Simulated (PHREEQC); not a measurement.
0.77 g of hydrous ferric oxide (600 m²/g; 0.2 weak and 0.005 strong sites per Fe, Dzombak-Morel constants, diffuse double layer) in 1 kg of water with 0.3 mol/kgw of an inert sodium salt and 0.0044 mol ZnSO4, at 25 °C; the pH is set by adding NaOH or the inert anion's acid. O2 is buffered at 0.21 atm. No CO2 enters from the air. Precipitation was switched off in this run.

The numbers come from PHREEQC with the ion-association model, wateq4f.dat.

```json
[
 {"pH": "3", "S sorbed (%)": "13.4", "Zn sorbed (%)": "0.0", "surface charge σ (C/m²)": "0.124", "surface potential ψ (mV)": "71"},
 {"pH": "3.5", "S sorbed (%)": "13.4", "Zn sorbed (%)": "0.0", "surface charge σ (C/m²)": "0.123", "surface potential ψ (mV)": "71"},
 {"pH": "4.5", "S sorbed (%)": "13.0", "Zn sorbed (%)": "0.4", "surface charge σ (C/m²)": "0.120", "surface potential ψ (mV)": "70"},
 {"pH": "5", "S sorbed (%)": "12.2", "Zn sorbed (%)": "1.0", "surface charge σ (C/m²)": "0.116", "surface potential ψ (mV)": "68"},
 {"pH": "6", "S sorbed (%)": "8.3", "Zn sorbed (%)": "?", "surface charge σ (C/m²)": "0.100", "surface potential ψ (mV)": "62"},
 {"pH": "6.5", "S sorbed (%)": "?", "Zn sorbed (%)": "20.8", "surface charge σ (C/m²)": "0.107", "surface potential ψ (mV)": "65"},
 {"pH": "7.5", "S sorbed (%)": "5.8", "Zn sorbed (%)": "29.9", "surface charge σ (C/m²)": "0.150", "surface potential ψ (mV)": "80"},
 {"pH": "8", "S sorbed (%)": "4.3", "Zn sorbed (%)": "31.1", "surface charge σ (C/m²)": "0.171", "surface potential ψ (mV)": "87"},
 {"pH": "9", "S sorbed (%)": "1.0", "Zn sorbed (%)": "28.9", "surface charge σ (C/m²)": "0.155", "surface potential ψ (mV)": "82"},
 {"pH": "9.5", "S sorbed (%)": "0.2", "Zn sorbed (%)": "25.6", "surface charge σ (C/m²)": "0.101", "surface potential ψ (mV)": "?"},
 {"pH": "10.5", "S sorbed (%)": "0.0", "Zn sorbed (%)": "20.7", "surface charge σ (C/m²)": "0.013", "surface potential ψ (mV)": "10"},
 {"pH": "11", "S sorbed (%)": "0.0", "Zn sorbed (%)": "18.6", "surface charge σ (C/m²)": "-0.025", "surface potential ψ (mV)": "-19"}
]
```

Problem. Complete the blanks.

Solution. 
- 6, Zn sorbed (%): 9.3
- 6.5, S sorbed (%): 7.1
- 9.5, surface potential ψ (mV): 63

Along this series the solution becomes supersaturated in solids that the run did not let form, among them Zn(OH)2-a, Zn4(OH)6SO4. Species that the database lacks are ignored. The oxide is taken as insoluble; below pH 4 it would dissolve.
